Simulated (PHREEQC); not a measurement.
**Alkaline etch or developer**

Dissolve 0.0015 mol/kgw CsOH and 5.7e-06 mol/kgw CO2 at 20 °C. Closed to the air; pH follows from the charge balance.

All values are PHREEQC results (ion-association model, wateq4f.dat), not measurements.

Each row changes one thing in this solution. Precipitation was switched off in this run.

```csv
case,pH,CO3-2 (mol/kgw),HCO3- (mol/kgw)
as made,11.32,5.18e-6,5.16e-7
diluted 100-fold with water,9.34,4.87e-9,5.21e-8
CO2 from 5.7e-06 to 5.13e-06 mol/kgw,11.32,[?],4.64e-7
diluted 2-fold with water,11.03,2.37e-6,4.82e-7
CO2 from 5.7e-06 to 1.14e-05 mol/kgw,11.32,[?],1.04e-6
2.2e-05 mol/kgw KCl added,11.32,5.18e-6,5.16e-7
```

Complete the blanks.


- CO2 from 5.7e-06 to 5.13e-06 mol/kgw, CO3-2 (mol/kgw): 4.67e-6
- CO2 from 5.7e-06 to 1.14e-05 mol/kgw, CO3-2 (mol/kgw): 1.04e-5
